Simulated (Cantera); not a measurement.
An isothermal, constant-pressure homogeneous reactor starts with 8.33 % CH4, 91.7 % H2, at 1650 K and 0.00158 atm.

Cantera simulation using GRI-Mech 3.0 (53 species, 325 reactions); the numbers are that mechanism's predictions, not measurements. GRI-Mech 3.0 stops at C3 and has no aromatics, soot or wall deposition, so with more carbon than oxygen in the feed, carbon stays in small species such as C2H2 where larger ones or solid carbon would form. Radical loss at walls, strong at low pressure, is not modelled.

x: mole fraction; the columns are a selection and need not sum to one.

```csv
t (s),x CH4,x H2,x CH3,x CH2,x C2H
0.000500,0.0833,0.917,8.12e-7,<1e-12,<1e-12
0.00188,0.0833,0.917,3.23e-6,4.26e-12,<1e-12
0.00707,0.0833,0.917,___,7.96e-11,<1e-12
0.0266,0.0833,0.917,4.65e-5,1.21e-9,<1e-12
0.100,0.0831,0.917,0.000176,1.70e-8,<1e-12
0.376,0.0820,0.917,0.000668,2.22e-7,2.55e-10
1.41,0.0658,0.925,0.00130,8.99e-7,3.01e-8
5.32,___,0.944,___,___,___
20.0,0.00691,0.956,0.000226,3.32e-7,2.47e-7
```

Question: Fill in the missing entries.

Answer: 
- 0.00707, x CH3: 1.23e-5
- 5.32, x CH4: 0.0297
- 5.32, x CH3: 0.000702
- 5.32, x CH2: 6.53e-7
- 5.32, x C2H: 1.23e-7
